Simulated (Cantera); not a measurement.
Charge: 1 mol CH3OH, 1.9 mol O2, 0.52 mol H2, held at 2825 K.

Method: chemical equilibrium by Gibbs-energy minimisation in Cantera with the NASA 1993 tables (ideal gas, pure condensed phases). Candidate condensed phases: C, C6H6, C7H8, C8H18, H2O; 110 gas species. The ideal-gas law is rough above about 30 bar. Equilibrium is a limit: real reactors are often held back by kinetics, nucleation or transport.

x: gas mole fraction; nothing condenses.

```
P (Pa)      x H2O       x H      x O     x CO2    x CO     x OH     x O2     x H2
--------  -------  --------  -------  --------  ------  -------  -------  -------
10        8.53e-5     0.508    0.378  0.000384   0.102  0.00385  0.00399  0.00323
72              ?     0.480        ?         ?   0.107        ?        ?        ?
520        0.0625     0.343    0.225    0.0145   0.125   0.0803   0.0734   0.0767
3700            ?         ?        ?         ?       ?        ?        ?        ?
27000       0.445    0.0443   0.0356     0.112   0.117   0.0852   0.0955   0.0663
190000      0.560    0.0122   0.0119     0.173  0.0772   0.0552   0.0747   0.0357
1400000     0.625   0.00310  0.00380     0.220  0.0417   0.0330   0.0565   0.0168
10000000    0.657  0.000767  0.00128     0.248  0.0196   0.0196   0.0456  0.00738
```

Task: Some entries are withheld; supply them.

Result: 
- 3700, x H2O: 0.254
- 3700, x H: 0.145
- 3700, x O: 0.100
- 3700, x CO2: 0.0512
- 3700, x CO: 0.139
- 3700, x OH: 0.108
- 3700, x O2: 0.104
- 3700, x H2: 0.0981
- 72, x H2O: 0.00354
- 72, x O: 0.340
- 72, x CO2: 0.00259
- 72, x OH: 0.0235
- 72, x O2: 0.0232
- 72, x H2: 0.0208
